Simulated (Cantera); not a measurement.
Cantera run:

```python
import numpy as np
import cantera as ct

gas_names = """
    C CH CH2 CH3 CH2OH CH3O CH4 CH3OH CO CO2 COOH C2 C2H CHCO,ketyl C2H2,acetylene C2H2,vinylidene
    CH2CO,ketene C2H3,vinyl CH3CO,acetyl C2H4 C2H4O,ethylen CH3CHO,ethanal CH3COOH (HCOOH)2 C2H5 C2H6
    CH3OCH3 C2H5OH C2O C3 C3H3,propargyl C3H4,allene C3H4,propyne C3H4,cyclo- C3H5,allyl C3H6,propylene
    C3H6,cyclo- C3H6O C3H7,n-propyl C3H7,i-propyl C3H8 C3H8O,1propanol C3H8O,2propanol C3O2 C4 C4H2
    C4H4,1,3-cyclo- C4H6,butadiene C4H6,2-butyne C4H6,cyclo- C4H8,1-butene C4H8,cis2-buten
    C4H8,tr2-butene C4H8,isobutene C4H8,cyclo- (CH3COOH)2 C4H9,n-butyl C4H9,i-butyl C4H9,s-butyl
    C4H9,t-butyl C4H10,isobutane C4H10,n-butane C5 C5H6,1,3cyclo- C5H8,cyclo- C5H10,1-pentene
    C5H10,cyclo- C5H11,pentyl C5H11,t-pentyl C5H12,n-pentane C5H12,i-pentane CH3C(CH3)2CH3 C6H2
    C6H5,phenyl C6H5O,phenoxy C6H6 C6H5OH,phenol C6H10,cyclo- C6H12,1-hexene C6H12,cyclo- C6H13,n-hexyl
    C7H7,benzyl C7H8 C7H8O,cresol C7H14,1-heptene C7H15,n-heptyl C7H16,n-heptane C8H8,styrene
    C8H10,ethylbenz C8H16,1-octene C8H17,n-octyl C8H18,isooctane C8H18,n-octane C9H19,n-nonyl
    C10H8,naphthale C10H21,n-decyl C12H9,o-bipheny C12H10,bipheny H HCO HO2 H2 HCHO,formaldehy HCOOH H2O
    H2O2 Mg MgH MgO MgOH MgO2H2 Mg2 O OH O2 O3
""".split()
cond_names = """
    C(gr) C6H6(L) C7H8(L) C8H18(L),n-octa H2O(s) H2O(L) Mg(cr) Mg(L) MgCO3(s) MgO(s) MgO(L) MgO2H2(s)
""".split()


def load(file, names, dense=False):
    # The tables refer to 1 bar. Condensed volumes are neglected.
    table = {s.name: s for s in ct.Species.list_from_file(file)}
    out = []
    for n in names:
        d = dict(table[n].input_data)
        d["thermo"] = dict(d["thermo"], **{"reference-pressure": 1e5})
        if dense:
            d["equation-of-state"] = {"model": "constant-volume", "density": "1e6 g/cm^3"}
        out.append(ct.Species.from_dict(d))
    return out


gas = ct.Solution(thermo="ideal-gas", species=load("nasa_gas.yaml", gas_names))
cond = {s.name: ct.Solution(thermo="fixed-stoichiometry", species=[s], name=s.name)
        for s in load("nasa_condensed.yaml", cond_names, dense=True)}
atoms = {
    'MgCO3': {'Mg': 1, 'C': 1, 'O': 3},
    'H2': {'H': 2},
    'O2': {'O': 2},
    'H2O': {'H': 2, 'O': 1},
}
top_T = {'C(gr)': 4500}  # K; cautious upper limits of use, not melting points


def equilibrate(T, P, feed):
    n = {}
    for name, mol in feed.items():
        for a, k in atoms[name].items():
            n[a] = n.get(a, 0.0) + k * mol
    gas.TPX = T, P, n
    mass = sum(n.values()) * gas.mean_molecular_weight
    gas.equilibrate("TP")
    valid = [c for c in cond.values() if c.min_temp <= T <= top_T.get(c.name, c.max_temp)]
    mix = ct.Mixture([(gas, mass / gas.mean_molecular_weight)] + [(c, 0.0) for c in valid])
    mix.T, mix.P = T, P
    mix.equilibrate("TP", solver="vcs", rtol=1e-11, max_steps=5000)
    return mix


results = []
feed = {'MgCO3': 1, 'H2': 2.2, 'O2': 4, 'H2O': 0.11}  # mol
for P in [10, 52, 270, 1400, 7200, 37000, 190000, 1000000]:
    for T in [548, 648, 748, 848, 948, 1048, 1148, 1248, 1348, 1448, 1548, 1648, 1748, 1848]:
        mix = equilibrate(T, P, feed)
        results.append((T, P, feed, dict(zip(mix.species_names, mix.species_moles))))

for T, P, feed, n in results:
    print(f"{T:7g} {P:10.4g}  " + (" + ".join(c for c in cond_names if n.get(c, 0) > 1e-12) or "gas only"))
```

Output:

```
    548         10  MgO(s)
    648         10  MgO(s)
    748         10  MgO(s)
    848         10  MgO(s)
    948         10  MgO(s)
   1048         10  MgO(s)
   1148         10  MgO(s)
   1248         10  MgO(s)
   1348         10  MgO(s)
   1448         10  MgO(s)
   1548         10  MgO(s)
   1648         10  MgO(s)
   1748         10  MgO(s)
   1848         10  MgO(s)
    548         52  MgO(s)
    648         52  MgO(s)
    748         52  MgO(s)
    848         52  MgO(s)
    948         52  MgO(s)
   1048         52  MgO(s)
   1148         52  MgO(s)
   1248         52  MgO(s)
   1348         52  MgO(s)
   1448         52  MgO(s)
   1548         52  MgO(s)
   1648         52  MgO(s)
   1748         52  MgO(s)
   1848         52  MgO(s)
    548        270  MgO(s)
    648        270  MgO(s)
    748        270  MgO(s)
    848        270  MgO(s)
    948        270  MgO(s)
   1048        270  MgO(s)
   1148        270  MgO(s)
   1248        270  MgO(s)
   1348        270  MgO(s)
   1448        270  MgO(s)
   1548        270  MgO(s)
   1648        270  MgO(s)
   1748        270  MgO(s)
   1848        270  MgO(s)
    548       1400  MgO(s)
    648       1400  MgO(s)
    748       1400  MgO(s)
    848       1400  MgO(s)
    948       1400  MgO(s)
   1048       1400  MgO(s)
   1148       1400  MgO(s)
   1248       1400  MgO(s)
   1348       1400  MgO(s)
   1448       1400  MgO(s)
   1548       1400  MgO(s)
   1648       1400  MgO(s)
   1748       1400  MgO(s)
   1848       1400  MgO(s)
    548       7200  MgCO3(s) + MgO(s)
    648       7200  MgO(s)
    748       7200  MgO(s)
    848       7200  MgO(s)
    948       7200  MgO(s)
   1048       7200  MgO(s)
   1148       7200  MgO(s)
   1248       7200  MgO(s)
   1348       7200  MgO(s)
   1448       7200  MgO(s)
   1548       7200  MgO(s)
   1648       7200  MgO(s)
   1748       7200  MgO(s)
   1848       7200  MgO(s)
    548    3.7e+04  MgCO3(s) + MgO(s)
    648    3.7e+04  MgO(s)
    748    3.7e+04  MgO(s)
    848    3.7e+04  MgO(s)
    948    3.7e+04  MgO(s)
   1048    3.7e+04  MgO(s)
   1148    3.7e+04  MgO(s)
   1248    3.7e+04  MgO(s)
   1348    3.7e+04  MgO(s)
   1448    3.7e+04  MgO(s)
   1548    3.7e+04  MgO(s)
   1648    3.7e+04  MgO(s)
   1748    3.7e+04  MgO(s)
   1848    3.7e+04  MgO(s)
    548    1.9e+05  MgCO3(s) + MgO(s)
    648    1.9e+05  MgO(s)
    748    1.9e+05  MgO(s)
    848    1.9e+05  MgO(s)
    948    1.9e+05  MgO(s)
   1048    1.9e+05  MgO(s)
   1148    1.9e+05  MgO(s)
   1248    1.9e+05  MgO(s)
   1348    1.9e+05  MgO(s)
   1448    1.9e+05  MgO(s)
   1548    1.9e+05  MgO(s)
   1648    1.9e+05  MgO(s)
   1748    1.9e+05  MgO(s)
   1848    1.9e+05  MgO(s)
    548      1e+06  MgCO3(s) + MgO2H2(s)
    648      1e+06  MgCO3(s) + MgO(s)
    748      1e+06  MgO(s)
    848      1e+06  MgO(s)
    948      1e+06  MgO(s)
   1048      1e+06  MgO(s)
   1148      1e+06  MgO(s)
   1248      1e+06  MgO(s)
   1348      1e+06  MgO(s)
   1448      1e+06  MgO(s)
   1548      1e+06  MgO(s)
   1648      1e+06  MgO(s)
   1748      1e+06  MgO(s)
   1848      1e+06  MgO(s)
```

Cantera equilibrium calculation (NASA polynomials, part measured and part estimated; ideal gas, pure solids and liquids).
